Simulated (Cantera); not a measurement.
Source: NASA polynomial tables (part measured, part estimated), evaluated in Cantera. Values are per mole of reaction as written; species without (g) are pure solids or liquids, kept so even where they would boil at 1 bar.

Nb2O5 ⇌ O(g) + 2 NbO2, with ΔH° = 558.8 kJ and ΔS° = 132.7 J/K at 300 K.

How far is the shortcut ΔG° ≈ ΔH°(300 K) − T·ΔS°(300 K) from the full temperature-dependent value at 1950, 2050, 2150, 2250, 2350, 2450, 2550, 2650, 2750 K?


```tsv
T (K)	shortcut (kJ)	full (kJ)	difference (kJ)	difference in log10 K	condensed phases
1950	300.0	289.5	10.5	-0.28	Nb2O5(l), NbO2(s)
2050	286.8	280.6	6.1	-0.16	Nb2O5(l), NbO2(s)
2150	273.5	272.0	1.5	-0.04	Nb2O5(l), NbO2(s)
2250	260.2	257.2	3.0	-0.07	Nb2O5(l), NbO2(l)
2350	247.0	240.5	6.5	-0.14	Nb2O5(l), NbO2(l)
2450	233.7	223.9	9.8	-0.21	Nb2O5(l), NbO2(l)
2550	220.4	207.4	13.0	-0.27	Nb2O5(l), NbO2(l)
2650	207.1	191.1	16.0	-0.32	Nb2O5(l), NbO2(l)
2750	193.9	174.9	19.0	-0.36	Nb2O5(l), NbO2(l)
```
The shortcut ignores heat capacities and the phase changes listed.
